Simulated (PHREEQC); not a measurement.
Synthetic water in mmol/kgw, 20 °C, pH 7.17, pe 10.3: Na 3.38; K 2.81; Ca 1.87; Mg 0.661; Cl 1.78; S(6) 0.271; Alkalinity (meq/kgw) 9.09; Br 0.0242; Ba 0.00142; Cd 0.0519; Pb 0.0175; Si 0.00296; Zn 0.179.

Valence states are taken as typed.

Computed with PHREEQC (ion-association model, phreeqc.dat).

No solid was allowed to form.

Problem. Order these Zn species by the share of Zn that they hold, largest first: ZnHCO3+, ZnCO3, Zn+2, Zn(CO3)2-2, ZnSO4.

Solution. Zn+2 (41 %), ZnHCO3+ (28 %), ZnCO3 (25 %), Zn(CO3)2-2 (4.1 %), ZnSO4 (0.83 %)

Problem. Order these Ca species by the share of Ca that they hold, largest first: CaHCO3+, CaCO3, Ca+2, CaSO4.

Solution. Ca+2 (92 %), CaHCO3+ (5.9 %), CaSO4 (1.4 %), CaCO3 (0.43 %)

The pH is 7.17 and the ionic strength 0.0138 mol/kgw. The solution is supersaturated, for example in Otavite, Cerussite, so a real one may precipitate; this is no full list. The database's cadmium carbonate complexes are estimates of doubtful size. The database's zinc carbonate complexes are estimates, stronger than later reviews accept.
